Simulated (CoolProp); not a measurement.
n-hexane along the isobar 27.8 bar: density (kg/m³) from the reference equation and from simpler models built on Tc = 507.8 K, pc = 30.44 bar, ω = 0.300; each cubic takes its own stable root.

Computed with CoolProp (reference Helmholtz-energy equation of state, Thol 2019).

```tsv
T (K)	phase	reference	van der Waals	Redlich-Kwong	Soave-Redlich-Kwong	Peng-Robinson
256.4	liquid	693.9	411.4	606.6	621.7	698.7
278.3	liquid	675.1	402.2	590.6	607.7	683.8
300.1	liquid	656.0	392.5	573.5	592.5	667.5
322	liquid	636.3	382.2	555.0	575.6	649.3
343.9	liquid	615.7	371.1	535.1	557.0	629.0
365.8	liquid	594.1	359.2	513.4	536.4	606.3
387.6	liquid	571.1	346.2	489.8	513.2	580.6
409.5	liquid	546.1	331.6	463.4	486.8	551.0
431.4	liquid	518.2	314.9	433.4	456.1	516.2
453.3	liquid	485.7	294.9	398.1	419.2	473.8
475.2	liquid	444.1	268.3	353.1	371.3	418.3
497	liquid	374.0	116.2	276.8	291.9	325.9
518.9	gas	92.95	88.18	91.85	90.29	94.59
```
